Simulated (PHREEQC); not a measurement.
Make-up at 25 °C: 46 mmol/kgw ZnSO4, 20 mmol/kgw ZnCl2, 0.89 mmol/kgw HCl and 49 mmol/kgw Na2SO4. Closed to the air; pH follows from the charge balance.

Model: ion-association model, phreeqc.dat, run in PHREEQC.

| quantity | before | after |
|---|---|---|
| pH | 3.52 | 4.22 |
| ionic strength (mol/kgw) | 0.244 | 0.243 |
| SO4-2 (mol/kgw) | 0.0463 | 0.0465 |
| Zn+2 (mol/kgw) | 0.0316 | 0.0315 |
| ZnSO4 (mol/kgw) | 0.0245 | 0.0246 |
| Zn(SO4)2-2 (mol/kgw) | 0.00889 | 0.00895 |
| SI of Zn(OH)2(e) (Zn(OH)2) | -6.53 | -5.13 |

Task: Name the change that produced these shifts.
(A) HCl replaced by LiCl at the same molality
(B) HCl from 0.00089 to 0.000178 mol/kgw
(C) Na2SO4 left out
(D) ZnCl2 left out
(E) ZnCl2 from 0.02 to 0.01 mol/kgw

Result: B, HCl from 0.00089 to 0.000178 mol/kgw

No solid was allowed to form.
